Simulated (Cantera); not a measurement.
Mixture: CH3OH : O2 : N2 : H2O = 1 : 1.7 : 6.41 : 0.87 (molar parts), equivalence ratio 0.88, at 100000 Pa, adiabatic and at constant volume. Ignition delay is the time to a rise of 400 K.

Computed with Cantera and GRI-Mech 3.0 (53 species, 325 reactions). GRI-Mech 3.0 was tuned for natural gas; its chemistry of methanol as a main component is partial and can be far from experiment.

Task: Predict: delay at 1075 K; delay at 1175 K; delay at 1275 K; delay at 1375 K; apparent activation energy between 1325 and 1425 K.

Result: 
```json
{
 "delay at 1075 K": "80.8 ms",
 "delay at 1175 K": "11.9 ms",
 "delay at 1275 K": "2.42 ms",
 "delay at 1375 K": "0.640 ms",
 "apparent activation energy between 1325 and 1425 K": "190 kJ/mol"
}
```
